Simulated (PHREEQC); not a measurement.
**Acid rinse or clean (model solution)**

Solution (5 °C): 0.031 mol/kgw H2SO4 and 0.00016 mol/kgw CuSO4. Closed to the air; pH follows from the charge balance.

Computed with PHREEQC (ion-association model, wateq4f.dat).

Each row changes one thing in this solution. Precipitation was switched off in this run.

```json
[
 {"case": "as made", "pH": "1.43", "ionic strength (mol/kgw)": "0.0576", "HSO4- (mol/kgw)": "0.0179", "SO4-2 (mol/kgw)": "0.0132", "Cu+2 (mol/kgw)": "0.000107", "CuSO4 (mol/kgw)": "5.29e-5", "SI of Chalcanthite (CuSO4:5H2O)": "-3.80", "SI of Tenorite (CuO)": "-9.87"},
 {"case": "diluted 2-fold with water", "pH": "1.68", "ionic strength (mol/kgw)": "0.0324", "HSO4- (mol/kgw)": "0.00714", "SO4-2 (mol/kgw)": "0.00842", "Cu+2 (mol/kgw)": "5.62e-5", "CuSO4 (mol/kgw)": "2.38e-5", "SI of Chalcanthite (CuSO4:5H2O)": "-4.15", "SI of Tenorite (CuO)": "-9.58"},
 {"case": "temperature from 5 to 25 °C", "pH": "1.45", "ionic strength (mol/kgw)": "0.0526", "HSO4- (mol/kgw)": "0.0204", "SO4-2 (mol/kgw)": "0.0107", "Cu+2 (mol/kgw)": "0.000109", "CuSO4 (mol/kgw)": "?", "SI of Chalcanthite (CuSO4:5H2O)": "-3.96", "SI of Tenorite (CuO)": "-9.00"},
 {"case": "temperature from 5 to 75 °C", "pH": "1.52", "ionic strength (mol/kgw)": "?", "HSO4- (mol/kgw)": "0.0266", "SO4-2 (mol/kgw)": "0.00457", "Cu+2 (mol/kgw)": "0.000126", "CuSO4 (mol/kgw)": "3.40e-5", "SI of Chalcanthite (CuSO4:5H2O)": "-4.42", "SI of Tenorite (CuO)": "-7.20"},
 {"case": "H2SO4 from 0.031 to 0.0062 mol/kgw", "pH": "2.02", "ionic strength (mol/kgw)": "0.0153", "HSO4- (mol/kgw)": "0.00192", "SO4-2 (mol/kgw)": "0.00441", "Cu+2 (mol/kgw)": "0.000122", "CuSO4 (mol/kgw)": "3.76e-5", "SI of Chalcanthite (CuSO4:5H2O)": "-3.95", "SI of Tenorite (CuO)": "-8.48"},
 {"case": "H2SO4 left out", "pH": "5.69", "ionic strength (mol/kgw)": "0.000625", "HSO4- (mol/kgw)": "1.94e-8", "SO4-2 (mol/kgw)": "0.000157", "Cu+2 (mol/kgw)": "0.000155", "CuSO4 (mol/kgw)": "3.44e-6", "SI of Chalcanthite (CuSO4:5H2O)": "-4.99", "SI of Tenorite (CuO)": "-0.90"},
 {"case": "H2SO4 from 0.031 to 0.0465 mol/kgw", "pH": "1.28", "ionic strength (mol/kgw)": "0.0802", "HSO4- (mol/kgw)": "0.0299", "SO4-2 (mol/kgw)": "0.0167", "Cu+2 (mol/kgw)": "0.000105", "CuSO4 (mol/kgw)": "5.46e-5", "SI of Chalcanthite (CuSO4:5H2O)": "?", "SI of Tenorite (CuO)": "-10.21"},
 {"case": "0.00085 mol/kgw NaCl added", "pH": "1.43", "ionic strength (mol/kgw)": "0.0584", "HSO4- (mol/kgw)": "0.0179", "SO4-2 (mol/kgw)": "0.0132", "Cu+2 (mol/kgw)": "0.000107", "CuSO4 (mol/kgw)": "5.26e-5", "SI of Chalcanthite (CuSO4:5H2O)": "-3.81", "SI of Tenorite (CuO)": "-9.87"},
 {"case": "temperature from 5 to 20 °C", "pH": "1.44", "ionic strength (mol/kgw)": "0.0539", "HSO4- (mol/kgw)": "0.0198", "SO4-2 (mol/kgw)": "0.0113", "Cu+2 (mol/kgw)": "0.000108", "CuSO4 (mol/kgw)": "5.17e-5", "SI of Chalcanthite (CuSO4:5H2O)": "-3.92", "SI of Tenorite (CuO)": "-9.21"}
]
```

What belongs in the gaps?


- temperature from 5 to 25 °C, CuSO4 (mol/kgw): 5.09e-5
- temperature from 5 to 75 °C, ionic strength (mol/kgw): 0.0404
- H2SO4 from 0.031 to 0.0465 mol/kgw, SI of Chalcanthite (CuSO4:5H2O): -3.79

Away from 25 °C the constants follow the database's enthalpies or fits; those with neither stay at their 25 °C values.
